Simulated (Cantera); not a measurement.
Gas-phase reforming

An isothermal, constant-pressure homogeneous reactor starts with CH₄ : H₂O : H₂ = 1 : 2.9 : 0.13 (molar parts), at 1600 K and 0.642 atm.

Cantera simulation using GRI-Mech 3.0 (53 species, 325 reactions); the numbers are that mechanism's predictions, not measurements.

```tsv
t (s)	x CH₄	x H₂O	x H₂	x HCO	x CO	x C₂H
1.00e-5	0.248	0.720	0.0323	<1e-12	<1e-12	<1e-12
3.05e-5	0.248	0.720	0.0323	<1e-12	1.09e-11	<1e-12
9.32e-5	0.248	0.720	0.0324	4.81e-12	1.82e-9	<1e-12
0.000285	0.247	0.719	0.0327	1.14e-10	1.62e-7	<1e-12
0.000869	0.245	0.719	0.0342	1.08e-9	5.70e-6	1.31e-11
0.00265	0.237	0.716	0.0417	3.46e-9	8.50e-5	4.22e-10
0.00809	0.214	0.703	0.0687	3.21e-9	0.000437	3.78e-9
0.0247	0.167	0.672	0.127	2.26e-9	0.00163	1.17e-8
0.0754	0.104	0.626	0.209	1.49e-9	0.00563	2.06e-8
0.230	0.0535	0.566	0.293	1.21e-9	0.0168	2.51e-8
0.703	0.0325	0.483	0.374	1.74e-9	0.0437	1.84e-8
2.15	0.0222	0.390	0.452	3.05e-9	0.0865	7.89e-9
6.55	0.0110	0.322	0.512	4.37e-9	0.124	1.68e-9
20.0	0.00273	0.295	0.538	4.94e-9	0.138	8.89e-11
```
x: mole fraction; the columns are a selection and need not sum to one.

Equilibrium at this temperature and pressure: CH₄ 4.61e-8, H₂O 0.290, H₂ 0.544, HCO 5.08e-9, CO 0.141, C₂H <1e-12 (gas phase only).
